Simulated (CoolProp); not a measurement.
Vapour-liquid equilibrium of hydrogen chloride (1) + n-butane (2) at 8.73 bar; x and y are mole fractions of (1).

The numbers come from the multi-fluid Helmholtz-energy mixture model, Thol 2018 and Bücker 2006; pair parameters Bell 2016 in CoolProp.

```json
[
 {"x": "0.05", "bubble temperature (°C)": "49.8", "y at the bubble point": "0.416", "dew temperature at overall composition x (°C)": "70.8", "liquid density (mol/L)": "9.613"},
 {"x": "0.125", "bubble temperature (°C)": "20.1", "y at the bubble point": "0.755", "dew temperature at overall composition x (°C)": "66.9", "liquid density (mol/L)": "10.78"},
 {"x": "0.2", "bubble temperature (°C)": "1.1", "y at the bubble point": "0.876", "dew temperature at overall composition x (°C)": "62.8", "liquid density (mol/L)": "11.79"},
 {"x": "0.275", "bubble temperature (°C)": "-10.2", "y at the bubble point": "0.924", "dew temperature at overall composition x (°C)": "58.5", "liquid density (mol/L)": "___"},
 {"x": "0.35", "bubble temperature (°C)": "-17.0", "y at the bubble point": "0.945", "dew temperature at overall composition x (°C)": "54.0", "liquid density (mol/L)": "13.66"},
 {"x": "0.425", "bubble temperature (°C)": "___", "y at the bubble point": "0.957", "dew temperature at overall composition x (°C)": "49.1", "liquid density (mol/L)": "14.64"},
 {"x": "0.5", "bubble temperature (°C)": "-24.1", "y at the bubble point": "0.964", "dew temperature at overall composition x (°C)": "43.9", "liquid density (mol/L)": "___"},
 {"x": "0.575", "bubble temperature (°C)": "-26.2", "y at the bubble point": "0.969", "dew temperature at overall composition x (°C)": "38.0", "liquid density (mol/L)": "16.87"},
 {"x": "0.65", "bubble temperature (°C)": "-27.8", "y at the bubble point": "0.973", "dew temperature at overall composition x (°C)": "31.4", "liquid density (mol/L)": "18.22"},
 {"x": "0.725", "bubble temperature (°C)": "-29.4", "y at the bubble point": "0.977", "dew temperature at overall composition x (°C)": "23.6", "liquid density (mol/L)": "19.78"},
 {"x": "0.8", "bubble temperature (°C)": "-31.1", "y at the bubble point": "0.982", "dew temperature at overall composition x (°C)": "14.1", "liquid density (mol/L)": "21.63"},
 {"x": "0.875", "bubble temperature (°C)": "-32.9", "y at the bubble point": "0.987", "dew temperature at overall composition x (°C)": "1.4", "liquid density (mol/L)": "23.88"},
 {"x": "0.95", "bubble temperature (°C)": "-34.8", "y at the bubble point": "0.994", "dew temperature at overall composition x (°C)": "-18.7", "liquid density (mol/L)": "26.65"}
]
```

Task: What belongs in the gaps?

Result: 
- 0.275, liquid density (mol/L): 12.73
- 0.425, bubble temperature (°C): -21.3
- 0.5, liquid density (mol/L): 15.70

No azeotrope shows between x = 0.05 and 0.95.

The pair parameters rest on a limited set of measurements; away from them the model extrapolates. With so large a gap from Raoult's law the liquid may split in two, which this calculation doesn't test in full.
